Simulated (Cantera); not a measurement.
What does this Cantera script print?

```python
import numpy as np
import cantera as ct

gas_names = """
    H HO2 H2 H2O H2O2 Nb NbO NbO2 O OH O2 O3
""".split()
cond_names = """
    H2O(s) H2O(L) Nb(cr) Nb(L) NbO(s) NbO(L) NbO2(I) NbO2(II) NbO2(III) NbO2(L) Nb2O5(s) Nb2O5(L)
""".split()


def load(file, names, dense=False):
    # The tables refer to 1 bar. Condensed volumes are neglected.
    table = {s.name: s for s in ct.Species.list_from_file(file)}
    out = []
    for n in names:
        d = dict(table[n].input_data)
        d["thermo"] = dict(d["thermo"], **{"reference-pressure": 1e5})
        if dense:
            d["equation-of-state"] = {"model": "constant-volume", "density": "1e6 g/cm^3"}
        out.append(ct.Species.from_dict(d))
    return out


gas = ct.Solution(thermo="ideal-gas", species=load("nasa_gas.yaml", gas_names))
cond = {s.name: ct.Solution(thermo="fixed-stoichiometry", species=[s], name=s.name)
        for s in load("nasa_condensed.yaml", cond_names, dense=True)}
atoms = {
    'Nb2O5': {'Nb': 2, 'O': 5},
    'H2': {'H': 2},
    'H2O': {'H': 2, 'O': 1},
}
top_T = {}  # K; cautious upper limits of use, not melting points


def equilibrate(T, P, feed):
    n = {}
    for name, mol in feed.items():
        for a, k in atoms[name].items():
            n[a] = n.get(a, 0.0) + k * mol
    gas.TPX = T, P, n
    mass = sum(n.values()) * gas.mean_molecular_weight
    gas.equilibrate("TP")
    valid = [c for c in cond.values() if c.min_temp <= T <= top_T.get(c.name, c.max_temp)]
    mix = ct.Mixture([(gas, mass / gas.mean_molecular_weight)] + [(c, 0.0) for c in valid])
    mix.T, mix.P = T, P
    mix.equilibrate("TP", solver="vcs", rtol=1e-11, max_steps=5000)
    return mix


results = []
feed = {'Nb2O5': 1, 'H2': 0.35, 'H2O': 0.62}  # mol
P = 270000  # Pa
for T in [1573, 1598, 1623, 1648, 1673, 1698, 1723, 1748, 1773, 1798, 1823, 1848, 1873]:
    mix = equilibrate(T, P, feed)
    results.append((T, P, feed, dict(zip(mix.species_names, mix.species_moles))))
    x = sorted(zip(gas.X, gas.species_names), reverse=True)
    print(f"T = {T:g} K  P = {P:g} Pa  gas = {mix.phase_moles(0):.4g} mol")
    print("   x: " + "  ".join(f"{s} {v:.3e}" for v, s in x if v > 1e-05))
    print("   condensed (mol): " + ("  ".join(f"{mix.phase(i).name} {mix.phase_moles(i):.4g}"
          for i in range(1, mix.n_phases) if mix.phase_moles(i) > 1e-12) or "none"))
```

Result:

```
T = 1573 K  P = 270000 Pa  gas = 0.97 mol
   x: H2O 6.392e-01  H2 3.608e-01  H 1.486e-05
   condensed (mol): Nb2O5(s) 1
T = 1598 K  P = 270000 Pa  gas = 0.97 mol
   x: H2O 6.392e-01  H2 3.608e-01  H 1.946e-05
   condensed (mol): Nb2O5(s) 1
T = 1623 K  P = 270000 Pa  gas = 0.97 mol
   x: H2O 6.392e-01  H2 3.608e-01  H 2.527e-05
   condensed (mol): Nb2O5(s) 1
T = 1648 K  P = 270000 Pa  gas = 0.97 mol
   x: H2O 6.392e-01  H2 3.608e-01  H 3.255e-05
   condensed (mol): Nb2O5(s) 1
T = 1673 K  P = 270000 Pa  gas = 0.97 mol
   x: H2O 6.392e-01  H2 3.608e-01  H 4.163e-05
   condensed (mol): Nb2O5(s) 1
T = 1698 K  P = 270000 Pa  gas = 0.97 mol
   x: H2O 6.392e-01  H2 3.608e-01  H 5.286e-05
   condensed (mol): Nb2O5(s) 1
T = 1723 K  P = 270000 Pa  gas = 0.97 mol
   x: H2O 6.391e-01  H2 3.608e-01  H 6.666e-05
   condensed (mol): Nb2O5(s) 1
T = 1748 K  P = 270000 Pa  gas = 0.97 mol
   x: H2O 6.391e-01  H2 3.608e-01  H 8.352e-05
   condensed (mol): Nb2O5(s) 1
T = 1773 K  P = 270000 Pa  gas = 0.9701 mol
   x: H2O 6.391e-01  H2 3.608e-01  H 1.040e-04  OH 1.142e-05
   condensed (mol): Nb2O5(s) 1
T = 1798 K  P = 270000 Pa  gas = 0.9701 mol
   x: H2O 6.391e-01  H2 3.607e-01  H 1.287e-04  OH 1.499e-05
   condensed (mol): Nb2O5(L) 1
T = 1823 K  P = 270000 Pa  gas = 0.9701 mol
   x: H2O 6.391e-01  H2 3.607e-01  H 1.584e-04  OH 1.953e-05
   condensed (mol): Nb2O5(L) 1
T = 1848 K  P = 270000 Pa  gas = 0.9701 mol
   x: H2O 6.391e-01  H2 3.607e-01  H 1.938e-04  OH 2.526e-05
   condensed (mol): Nb2O5(L) 1
T = 1873 K  P = 270000 Pa  gas = 0.9701 mol
   x: H2O 6.391e-01  H2 3.607e-01  H 2.359e-04  OH 3.245e-05
   condensed (mol): Nb2O5(L) 1
```

These are equilibrium values from Cantera (NASA tables, ideal gas, pure condensed phases), not measurements of a reactor. Condensed phases not in the tables: the oxides between NbO2 and Nb2O5.
